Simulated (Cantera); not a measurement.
A freely propagating, adiabatic, planar premixed flame of H2 : O2 : N2 = 1 : 0.685 : 2.58 (molar parts), unburnt at 498 K and 7500 Torr; multicomponent+Soret transport, grid criteria slope 0.08 and curve 0.16, no radiation.

Detailed kinetics in Cantera: the H2/O2 subset of GRI-Mech 3.0, which has no nitrogen chemistry. The hydrogen kinetics of GRI-Mech 3.0 are dated; newer H2 mechanisms differ, most at raised pressure. Burning velocities carry a grid error of a few per cent, more on coarse grids.

x: mole fraction of selected species; z is measured from the peak of heat release.

```
z (mm)    T (K)  u (m/s)      x H2    x O2    x H2O2      x OH       x O  x HO2
--------  -----  -------  --------  ------  --------  --------  --------  -----
-0.0933     498     1.49     0.231   0.161   6.62e-8     <1e-8     <1e-8      …
-0.0622     500     1.48     0.222   0.163   5.74e-7     <1e-8     <1e-8      …
-0.0466     505     1.47     0.210   0.166   2.91e-6     <1e-8     <1e-8      …
-0.0311     534     1.50     0.179   0.171   2.33e-5   1.02e-8   1.10e-7      …
-0.0155     772     2.07     0.119   0.167  0.000213   2.63e-5   1.34e-5      …
-0.00777   1133     3.00    0.0830   0.144  0.000244  0.000549  0.000279      …
0          1515     4.01    0.0473   0.109   2.62e-5   0.00248   0.00156      …
0.00777    1766     4.67    0.0232  0.0813   5.39e-6   0.00566   0.00282      …
0.0155     1907     5.04    0.0122  0.0677   3.71e-6   0.00787   0.00304      …
0.0311     2035     5.37   0.00534  0.0597   2.35e-6   0.00824   0.00214      …
0.0622     2113     5.57   0.00205  0.0575   1.34e-6   0.00600  0.000898      …
0.124      2145     5.64  0.000694  0.0572   7.74e-7   0.00380  0.000326      …
0.249      2154     5.66  0.000332  0.0573   5.92e-7   0.00283  0.000174      …
```

Q: Fill in the missing entries.

A: 
- -0.0933, x HO2: 1.31e-7
- -0.0622, x HO2: 1.13e-6
- -0.0466, x HO2: 5.79e-6
- -0.0311, x HO2: 4.94e-5
- -0.0155, x HO2: 0.000745
- -0.00777, x HO2: 0.00100
- 0, x HO2: 0.000557
- 0.00777, x HO2: 0.000276
- 0.0155, x HO2: 0.000151
- 0.0311, x HO2: 6.40e-5
- 0.0622, x HO2: 2.29e-5
- 0.124, x HO2: 8.95e-6
- 0.249, x HO2: 5.77e-6
